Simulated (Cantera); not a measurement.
# Thermodynamics of abatement and gas-phase synthesis, feed NH3 + SO2 + H2

Feed: 1 mol NH3, 0.56 mol SO2, a varied amount of H2, at 2602 °C and 0.0420 bar.

Equilibrium computed with Cantera from the NASA thermochemical tables; the gas is ideal and each condensed phase is pure. Candidate condensed phases: H2O, H2SO4, S; 35 gas species. Rates play no part.

| n(H2) (mol) | x H2 | x H | x H2O | x N2 | x S | x SO | x OH | x O |
|---|---|---|---|---|---|---|---|---|
| 2.5 | 0.379 | 0.318 | 0.0946 | 0.0806 | 0.0380 | 0.0341 | 0.0238 | 0.0124 |
| 3.4 | 0.408 | 0.330 | 0.0853 | 0.0683 | 0.0351 | 0.0264 | 0.0207 | 0.0104 |
| 4.3 | 0.431 | 0.339 | 0.0774 | 0.0592 | 0.0325 | 0.0210 | 0.0183 | 0.00894 |
| 5.2 | 0.449 | 0.346 | 0.0707 | 0.0523 | 0.0301 | 0.0171 | 0.0164 | 0.00785 |
| 6.1 | 0.463 | 0.351 | 0.0650 | 0.0468 | 0.0281 | 0.0142 | 0.0148 | 0.00699 |
| 7 | 0.475 | 0.356 | 0.0601 | 0.0423 | 0.0263 | 0.0120 | 0.0135 | 0.00630 |
| 7.9 | 0.485 | 0.359 | 0.0558 | 0.0386 | 0.0247 | 0.0102 | 0.0124 | 0.00574 |
| 8.8 | 0.493 | 0.363 | 0.0522 | 0.0356 | 0.0233 | 0.00884 | 0.0115 | 0.00527 |
| 9.7 | 0.501 | 0.365 | 0.0489 | 0.0329 | 0.0220 | 0.00772 | 0.0107 | 0.00487 |
| 11 | 0.510 | 0.369 | 0.0449 | 0.0297 | 0.0204 | 0.00645 | 0.00974 | 0.00438 |
| 12 | 0.515 | 0.371 | 0.0422 | 0.0277 | 0.0193 | 0.00567 | 0.00911 | 0.00408 |
x: gas mole fraction; nothing condenses.

From 2.5 mol H2 to 12 mol H2 nothing is condensed.
